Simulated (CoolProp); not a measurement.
Propylene at several states: Z from the reference equation and from simpler models built on Tc = 364.2 K, pc = 4.555 MPa, ω = 0.146; each cubic takes its own stable root.

Computed with CoolProp (reference Helmholtz-energy equation of state, Lemmon 2013).

| T (K) | p (MPa) | phase | reference | van der Waals | Redlich-Kwong | Peng-Robinson |
|---|---|---|---|---|---|---|
| 140.9 | 8.97 | liquid | 0.4524 | 0.7222 | 0.4889 | 0.4364 |
| 103.9 | 0.129 | liquid | 0.008383 | 0.01368 | 0.009188 | 0.008247 |
| 481.9 | 0.106 | gas | 0.9968 | 0.9966 | 0.9966 | 0.9963 |
| 328.1 | 0.12 | gas | 0.9874 | 0.9899 | 0.9878 | 0.9864 |
